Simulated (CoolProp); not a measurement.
Vapour-liquid equilibrium of CH2F2 (R32) (1) + R1234yf (2) at 281.7 K; x and y are mole fractions of (1).

Computed with CoolProp (multi-fluid Helmholtz-energy mixture model, Tillner-Roth 1997 and Lemmon 2022; pair parameters Bell 2023).

| x | bubble pressure (MPa) | y at the bubble point | dew pressure at overall composition x (MPa) | liquid density (mol/L) |
|---|---|---|---|---|
| 0.05 | 0.4676 | 0.137 | 0.4350 | 10.30 |
| 0.125 | 0.5399 | 0.296 | 0.4629 | 10.68 |
| 0.2 | 0.6083 | 0.415 | 0.4941 | 11.08 |
| 0.275 | 0.6719 | 0.507 | 0.5294 | 11.53 |
| 0.35 | 0.7303 | 0.581 | 0.5694 | 12.01 |
| 0.425 | 0.7834 | 0.642 | 0.6149 | 12.55 |
| 0.5 | 0.8317 | 0.694 | 0.6668 | 13.15 |
| 0.575 | 0.8756 | 0.741 | 0.7255 | 13.82 |
| 0.65 | 0.9156 | 0.784 | 0.7908 | 14.57 |
| 0.725 | 0.9523 | 0.826 | 0.8605 | 15.42 |
| 0.8 | 0.9859 | 0.869 | 0.9296 | 16.38 |
| 0.875 | 1.017 | 0.914 | 0.9906 | 17.48 |
| 0.95 | 1.044 | 0.963 | 1.038 | 18.75 |

No azeotrope shows between x = 0.05 and 0.95.

Pair parameters are fitted to limited data, so mixtures are less certain than the pure fluids.
